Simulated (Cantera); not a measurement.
What does this Cantera script print?

```python
import numpy as np
import cantera as ct

gas_names = """
    F CL NF3 ALCL3
""".split()
cond_names = """
    ALN(s)
""".split()


def load(file, names, dense=False):
    # The tables refer to 1 bar. Condensed volumes are neglected.
    table = {s.name: s for s in ct.Species.list_from_file(file)}
    out = []
    for n in names:
        d = dict(table[n].input_data)
        d["thermo"] = dict(d["thermo"], **{"reference-pressure": 1e5})
        if dense:
            d["equation-of-state"] = {"model": "constant-volume", "density": "1e6 g/cm^3"}
        out.append(ct.Species.from_dict(d))
    return out


species = {s.name: s for s in load("nasa_gas.yaml", gas_names) + load("nasa_condensed.yaml", cond_names)}
# Each term lists the table entries of one substance; the one whose range holds T is used.
reactions = {
    '3 F(g) + 3 Cl(g) + AlN = NF3(g) + AlCl3(g)':
        [(-3, ['F']), (-3, ['CL']), (-1, ['ALN(s)']), (1, ['NF3']), (1, ['ALCL3'])],
}


def pick(names, T):
    return next(species[n] for n in names if species[n].thermo.min_temp <= T <= species[n].thermo.max_temp)


results = []
for label, terms in reactions.items():
    print(label)
    print("     T/K   dH/kJ  dS/(J/K)   dG/kJ   log10 K")
    for T in [300, 398, 548, 698, 848, 998, 1148, 1298, 1448, 1598, 1748, 1898]:
        used = [(nu, pick(names, T)) for nu, names in terms]
        dH = sum(nu * s.thermo.h(T) for nu, s in used) / 1e6
        dS = sum(nu * s.thermo.s(T) for nu, s in used) / 1e3
        dG = dH - T * dS / 1e3
        logK = -dG * 1e6 / (ct.gas_constant * T * np.log(10))
        results.append((label, T, dH, dS, dG, logK, [s.name for _, s in used]))
        print(f"{T:8g} {dH:8.1f} {dS:8.1f} {dG:8.1f} {logK:8.2f}")
```

It prints:

```
3 F(g) + 3 Cl(g) + AlN = NF3(g) + AlCl3(g)
     T/K   dH/kJ  dS/(J/K)   dG/kJ   log10 K
     300  -1000.4   -416.9   -875.4   152.41
     398  -1004.0   -427.0   -834.0   109.45
     548  -1008.5   -436.7   -769.2    73.31
     698  -1012.2   -442.7   -703.2    52.62
     848  -1015.3   -446.8   -636.4    39.20
     998  -1018.0   -449.8   -569.2    29.79
    1148  -1020.5   -452.0   -501.5    22.82
    1298  -1022.7   -453.8   -433.6    17.45
    1448  -1024.7   -455.3   -365.4    13.18
    1598  -1026.5   -456.5   -297.0     9.71
    1748  -1028.1   -457.5   -228.5     6.83
    1898  -1029.6   -458.3   -159.8     4.40
```

Source: NASA polynomial tables (part measured, part estimated), evaluated in Cantera. Condensed species are held in their standard states even where they would react or evaporate.
